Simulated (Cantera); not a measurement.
Feed: 1 mol Al2O3, 23 mol HCl, 3.8 mol H2, equilibrated at 1600 K and 62000 Pa.

Method: chemical equilibrium by Gibbs-energy minimisation in Cantera with the NASA 1993 tables (ideal gas, pure condensed phases). Candidate condensed phases: Al, AlCl3, Al2O3, H2O; 29 gas species. The tables' values for AlCl2 are old estimates; treat these amounts as uncertain. The numbers say what is thermodynamically allowed, not how fast it happens.

Base state: HCl 0.847, H2 0.142, H2O 0.00655, AlCl3 0.00435, Cl 0.000123, H 2.60e-5, AlCl2 1.46e-5 (mole fractions); condensed: Al2O3(s).

**Question.** What changes in the equilibrium state with this change: 0.7 mol NH3 added?

**Answer.** 
```tsv
species	before	after
HCl	0.847	0.805
H2	0.142	0.172
N2	0	0.0124
AlCl3	0.00435	0.00409
Cl	0.000123	0.000106
H	2.60e-5	2.87e-5
AlCl2	1.46e-5	1.59e-5
H2O	0.00655	0.00617
Al2O3(s), mol	0.942	0.942
```
Further candidate phases: AlN, NH4Cl.

**Question.** What changes in the equilibrium state with this change: temperature from 1600 K to 975 K?

**Answer.** 
```
species          before     after
-------------  --------  --------
HCl               0.847     0.858
H2                0.142     0.142
H2O             0.00655  0.000325
AlCl3           0.00435  0.000217
Cl             0.000123   3.11e-9
H               2.60e-5     <1e-9
Al2O3(s), mol     0.942     0.997
```
Condensed phases not in the tables: AlOCl.
